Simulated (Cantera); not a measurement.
# Si2Cl6 + NH3 + H2 + HCl (silicon nitride deposition)

Input: 1 mol Si2Cl6, 1.5 mol NH3, 8.6 mol H2, 0.0036 mol HCl, at 0.100 bar.

Method: chemical equilibrium by Gibbs-energy minimisation in Cantera with the NASA 1993 tables (ideal gas, pure condensed phases). Candidate condensed phases: NH4Cl, Si, Si3N4; 28 gas species. The feed counts by its element totals alone. The tables' values for SiCl3, SiCl, SiN are old estimates; treat these amounts as uncertain. Gases not in the tables: Si2H6 and higher silanes. Kinetics and transport are ignored.

From 725 °C to 1425 °C the condensed part is Si3N4(s). From 1525 °C to 1825 °C the condensed part is Si(l). The main Si-bearing gas is SiCl4 at 725 °C and SiCl2 at 1825 °C.

```
T (°C)  log p H2  log p HCl  log p SiCl2  log p SiCl4  log p N2  log p SiCl3  log p H  log p SiHCl3  n Si3N4(s)  n Si(l)
------  --------  ---------  -----------  -----------  --------  -----------  -------  ------------  ----------  -------
725        -1.13      -1.72        -6.35        -2.18     -4.41        -4.96    -9.23         -3.75       0.372        0
825        -1.13      -1.71        -4.96        -2.20     -4.57        -4.15    -8.17         -3.46       0.373        0
925        -1.14      -1.69        -3.86        -2.24     -4.60        -3.52    -7.29         -3.25       0.373        0
1025       -1.15      -1.66        -3.07        -2.36     -4.34        -3.10    -6.54         -3.19       0.372        0
1125       -1.16      -1.61        -2.59        -2.61     -3.76        -2.91    -5.91         -3.31       0.363        0
1225       -1.18      -1.59        -2.30        -3.01     -3.14        -2.91    -5.35         -3.58       0.326        0
1325       -1.18      -1.64        -2.11        -3.53     -2.72        -3.02    -4.86         -3.92       0.240        0
1425       -1.18      -1.73        -1.98        -4.15     -2.46        -3.21    -4.43         -4.31       0.127        0
1525       -1.18      -1.80        -1.92        -4.71     -2.29        -3.42    -4.04         -4.70           0    0.194
1625       -1.18      -1.77        -1.93        -5.11     -2.29        -3.59    -3.70         -5.02           0    0.245
1725       -1.19      -1.76        -1.94        -5.48     -2.29        -3.74    -3.39         -5.32           0    0.288
1825       -1.19      -1.74        -1.96        -5.81     -2.29        -3.89    -3.11         -5.59           0    0.315
```
log p: log10 of the partial pressure in bar; n: condensed amount in mol.
